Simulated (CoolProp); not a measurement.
Properties of dry air along the isobar 3320 kPa (Tc = 132.5 K, pc = 3786 kPa, ω = 0.034).

Values from CoolProp's reference Helmholtz-energy equation of state, Lemmon 2000. It is a pseudo-pure fit of the blend.

```json
[
 {"T (K)": "97.3", "phase": "liquid", "cp (kJ/(kg K))": "2.017", "cv (kJ/(kg K))": "0.9747", "speed of sound (m/s)": "717.5", "viscosity (µPa s)": "100", "Prandtl number": "1.79"},
 {"T (K)": "103", "phase": "liquid", "cp (kJ/(kg K))": "2.090", "cv (kJ/(kg K))": "0.9556", "speed of sound (m/s)": "658.3", "viscosity (µPa s)": "85.9", "Prandtl number": "1.73"},
 {"T (K)": "108.7", "phase": "liquid", "cp (kJ/(kg K))": "2.200", "cv (kJ/(kg K))": "0.9399", "speed of sound (m/s)": "595.1", "viscosity (µPa s)": "73.8", "Prandtl number": "1.72"},
 {"T (K)": "114.5", "phase": "liquid", "cp (kJ/(kg K))": "2.379", "cv (kJ/(kg K))": "0.9284", "speed of sound (m/s)": "525.5", "viscosity (µPa s)": "62.7", "Prandtl number": "1.77"},
 {"T (K)": "120.2", "phase": "liquid", "cp (kJ/(kg K))": "2.709", "cv (kJ/(kg K))": "0.9242", "speed of sound (m/s)": "448.4", "viscosity (µPa s)": "52.4", "Prandtl number": "1.91"},
 {"T (K)": "137.4", "phase": "gas", "cp (kJ/(kg K))": "2.430", "cv (kJ/(kg K))": "0.8920", "speed of sound (m/s)": "198.1", "viscosity (µPa s)": "11.7", "Prandtl number": "1.38"},
 {"T (K)": "143.1", "phase": "gas", "cp (kJ/(kg K))": "1.920", "cv (kJ/(kg K))": "0.8437", "speed of sound (m/s)": "210.2", "viscosity (µPa s)": "11.7", "Prandtl number": "1.16"},
 {"T (K)": "148.9", "phase": "gas", "cp (kJ/(kg K))": "1.674", "cv (kJ/(kg K))": "0.8154", "speed of sound (m/s)": "220.3", "viscosity (µPa s)": "11.8", "Prandtl number": "1.05"},
 {"T (K)": "154.6", "phase": "gas", "cp (kJ/(kg K))": "1.531", "cv (kJ/(kg K))": "0.7970", "speed of sound (m/s)": "229.0", "viscosity (µPa s)": "12.0", "Prandtl number": "0.981"},
 {"T (K)": "160.3", "phase": "gas", "cp (kJ/(kg K))": "1.435", "cv (kJ/(kg K))": "0.7836", "speed of sound (m/s)": "236.8", "viscosity (µPa s)": "12.3", "Prandtl number": "0.934"},
 {"T (K)": "166.1", "phase": "gas", "cp (kJ/(kg K))": "1.366", "cv (kJ/(kg K))": "0.7732", "speed of sound (m/s)": "244.1", "viscosity (µPa s)": "12.5", "Prandtl number": "0.900"},
 {"T (K)": "171.8", "phase": "gas", "cp (kJ/(kg K))": "1.314", "cv (kJ/(kg K))": "0.7653", "speed of sound (m/s)": "250.8", "viscosity (µPa s)": "12.8", "Prandtl number": "0.874"},
 {"T (K)": "177.5", "phase": "gas", "cp (kJ/(kg K))": "1.274", "cv (kJ/(kg K))": "0.7589", "speed of sound (m/s)": "257.1", "viscosity (µPa s)": "13.1", "Prandtl number": "0.854"}
]
```

Viscosity comes from a separate model (Lemmon 2004). Thermal conductivity comes from a separate model (Lemmon 2004).
